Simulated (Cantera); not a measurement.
Input (Python, Cantera):

```python
import numpy as np
import cantera as ct

gas = ct.Solution("gri30.yaml")
gas.TPX = 1550, 570, {'C3H8': 1, 'H2': 3.6}
inlet = ct.Reservoir(gas, clone=True)

reactor = ct.IdealGasConstPressureReactor(gas, energy="off", clone=False)
exhaust = ct.Reservoir(gas, clone=True)
tau = [0.31, 0.14, 0.067, 0.032, 0.015, 0.0069, 0.0032, 0.0015, 0.00071, 0.00033][0]
for a, b in ((inlet, reactor), (reactor, exhaust)):
    ct.MassFlowController(a, b, mdot=lambda t: reactor.mass / tau)
net = ct.ReactorNet([reactor])
show = ['C3H8', 'H2', 'CH4', 'CH2', 'C2H2']

rows = []
print(f"{'tau/s':>10s}{'T/K':>9s}" + "".join(f"{s:>11s}" for s in show))
for tau in [0.31, 0.14, 0.067, 0.032, 0.015, 0.0069, 0.0032, 0.0015, 0.00071, 0.00033]:
    net.initial_time = 0.0
    net.advance(30 * tau)
    before = gas.X
    net.advance(40 * tau)
    drift = np.max(np.abs(gas.X - before) / (gas.X + 1e-9))
    rows.append([gas.T, *gas[show].X, drift])
    print(f"{tau:10.3e}{gas.T:9.1f}" + "".join(f"{x:11.3e}" for x in gas[show].X))
```

Result:

```
     tau/s      T/K       C3H8         H2        CH4        CH2       C2H2
 3.100e-01   1550.0  4.185e-04  7.283e-01  1.001e-01  1.717e-06  1.583e-01
 1.400e-01   1550.0  8.710e-04  7.140e-01  1.174e-01  2.303e-06  1.465e-01
 6.700e-02   1550.0  1.711e-03  7.009e-01  1.318e-01  2.998e-06  1.323e-01
 3.200e-02   1550.0  3.353e-03  6.886e-01  1.430e-01  3.902e-06  1.141e-01
 1.500e-02   1550.0  6.639e-03  6.779e-01  1.498e-01  5.159e-06  9.095e-02
 6.900e-03   1550.0  1.329e-02  6.703e-01  1.497e-01  6.950e-06  6.427e-02
 3.200e-03   1550.0  2.637e-02  6.694e-01  1.396e-01  9.275e-06  3.835e-02
 1.500e-03   1550.0  5.192e-02  6.800e-01  1.155e-01  1.162e-05  1.745e-02
 7.100e-04   1550.0  9.692e-02  7.063e-01  7.602e-02  1.232e-05  5.085e-03
 3.300e-04   1550.0  1.539e-01  7.421e-01  3.334e-02  9.328e-06  7.475e-04
```

Cantera simulation using GRI-Mech 3.0 (53 species, 325 reactions); the numbers are that mechanism's predictions, not measurements. GRI-Mech 3.0 was tuned for natural gas; its chemistry of propane as a main component is partial and can be far from experiment. GRI-Mech 3.0 stops at C3 and has no aromatics, soot or wall deposition, so with more carbon than oxygen in the feed, carbon stays in small species such as C2H2 where larger ones or solid carbon would form. Radical loss at walls, strong at low pressure, is not modelled.
